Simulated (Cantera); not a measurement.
# Ignition delay

Mixture: CH4 : O2 : N2 = 0.39 : 2 : 6.2 (molar parts), equivalence ratio 0.39, at 18.0 bar, adiabatic and at constant pressure. Ignition delay is the time to a rise of 400 K.

Cantera simulation using GRI-Mech 3.0 (53 species, 325 reactions); the numbers are that mechanism's predictions, not measurements. The pressure lies above the range GRI-Mech 3.0 was tuned for (to about 10 atm).

```json
[
 {"T0 (K)": "1023", "delay (ms)": "22.9"},
 {"T0 (K)": "1098", "delay (ms)": "6.62"},
 {"T0 (K)": "1173", "delay (ms)": "2.28"},
 {"T0 (K)": "1248", "delay (ms)": "0.896"},
 {"T0 (K)": "1323", "delay (ms)": "0.389"},
 {"T0 (K)": "1398", "delay (ms)": "0.183"},
 {"T0 (K)": "1473", "delay (ms)": "0.0919"},
 {"T0 (K)": "1548", "delay (ms)": "0.0489"}
]
```

- apparent activation energy between 1398 and 1548 K: 160 kJ/mol
